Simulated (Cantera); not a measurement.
Input: 1 mol (CH3)2SiCl2, 0.71 mol CH4, 15 mol H2, held at 1850 K.

Cantera equilibrium calculation (NASA polynomials, part measured and part estimated; ideal gas, pure solids and liquids). Candidate condensed phases: C, C6H6, C7H8, C8H18, Si, SiC; 109 gas species. The feed counts by its element totals alone. The tables' values for SiCl, SiCl3 are old estimates; treat these amounts as uncertain. Rates play no part.

x: gas mole fraction; n: condensed amount in mol.

```tsv
P (Pa)	x H2	x HCl	x H	x Cl	x SiCl2	x CH4	n C(graphite)	n SiC(s)
100	0.887	0.0940	0.0160	0.00129	0.000865	5.15e-7	1.72	0.977
320	0.894	0.0950	(withheld)	(withheld)	0.000876	(withheld)	1.72	0.980
1000	0.898	0.0955	0.00510	0.000412	0.000882	5.28e-6	1.72	0.981
3200	0.900	0.0958	(withheld)	(withheld)	0.000885	(withheld)	1.72	0.981
10000	0.901	0.0959	0.00162	0.000131	0.000887	5.32e-5	1.72	0.981
32000	0.902	0.0960	0.000904	7.32e-5	0.000888	0.000170	1.72	0.981
100000	0.902	0.0960	0.000512	4.14e-5	0.000888	0.000532	1.71	0.981
```

### Question
Some entries are withheld; supply them.

### Answer

- 320, x H: 0.00900
- 320, x Cl: 0.000727
- 320, x CH4: 1.67e-6
- 3200, x H: 0.00286
- 3200, x Cl: 0.000231
- 3200, x CH4: 1.70e-5
